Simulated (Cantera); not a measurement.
Input: 1 mol S, 1.6 mol O2, 0.055 mol SO2, held at 90.0 Pa.

Cantera equilibrium calculation (NASA polynomials, part measured and part estimated; ideal gas, pure solids and liquids). Candidate condensed phases: S; 17 gas species. Ions and electrons are included (thermal ionisation). Kinetics and transport are ignored.

x: gas mole fraction; nothing condenses.

```
T (°C)     x O     x SO2      x O2      x S      x SO    x e-
------  ------  --------  --------  -------  --------  ------
1727    0.0133     0.626     0.355  1.45e-5   0.00520  <1e-12
2227     0.241     0.362     0.249   0.0126     0.135     ___
2727     0.694   0.00694    0.0338    0.186    0.0786     ___
3227     0.754   1.99e-5   0.00211    0.238   0.00509     ___
3727     0.758   1.83e-7  0.000233    0.241  0.000516     ___
4227     0.758   4.63e-9   4.18e-5    0.241   8.54e-5     ___
4727     0.757  2.41e-10   1.05e-5    0.239   2.00e-5     ___
```

Question: Some entries are withheld; supply them.

Answer: 
- 2227, x e-: 1.37e-9
- 2727, x e-: 3.58e-7
- 3227, x e-: 8.55e-6
- 3727, x e-: 8.66e-5
- 4227, x e-: 0.000531
- 4727, x e-: 0.00229
